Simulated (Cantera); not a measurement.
An isothermal plug-flow reactor at 775 K and 100000 Pa (inlet), inlet velocity 0.97 m/s, active area per volume 130 1/m; feed H2 : O2 : N2 = 0.0027 : 0.18 : 0.79 (molar parts), equivalence ratio 0.0075.

Model: Deutschmann's 1995 Pt surface mechanism with GRI-Mech 3.0 gas chemistry, integrated in Cantera. Catalytic surfaces can have several steady states; this one follows from the mechanism file's or the stated starting coverage. Mass transfer to the wall is taken as infinitely fast.

Problem. Predict: x(H2) at z = 0.018 m; x(O2) at z = 0.018 m; x(H2O) at z = 0.018 m; θ(free Pt) at the exit; θ(O*) at the exit.

Solution. 
```
Property                  Result
----------------------  --------
x(H2) at z = 0.018 m    0.000342
x(O2) at z = 0.018 m       0.184
x(H2O) at z = 0.018 m    0.00244
θ(free Pt) at the exit    0.0216
θ(O*) at the exit          0.977
```
